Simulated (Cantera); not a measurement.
Equilibrium for abatement and gas-phase synthesis: N₂O + H₂O + N₂

Input: 1 mol N₂O, 0.19 mol H₂O, 0.9 mol N₂, at 6680 Torr.

Method: chemical equilibrium by Gibbs-energy minimisation in Cantera with the NASA 1993 tables (ideal gas, pure condensed phases). Candidate condensed phases: H₂O; 24 gas species. Equilibrium is a limit: real reactors are often held back by kinetics, nucleation or transport.

```tsv
T (K)	x N₂	x O₂	x H₂O	x NO	x OH	x O
2750	0.713	0.171	0.0650	0.0294	0.0130	0.00616
2800	0.712	0.169	0.0638	0.0314	0.0146	0.00748
2850	0.709	0.167	0.0625	0.0333	0.0163	0.00902
2900	0.707	0.164	0.0611	0.0353	0.0180	0.0108
2950	0.705	0.162	0.0595	0.0372	0.0199	0.0128
3000	0.702	0.159	0.0579	0.0392	0.0218	0.0151
3050	0.700	0.156	0.0561	0.0412	0.0237	0.0177
3100	0.697	0.153	0.0541	0.0431	0.0257	0.0207
3150	0.693	0.150	0.0521	0.0450	0.0277	0.0240
3200	0.690	0.146	0.0499	0.0468	0.0297	0.0276
3250	0.687	0.143	0.0476	0.0486	0.0317	0.0317
```
x: gas mole fraction; nothing condenses.

From 2750 K to 3250 K nothing is condensed.
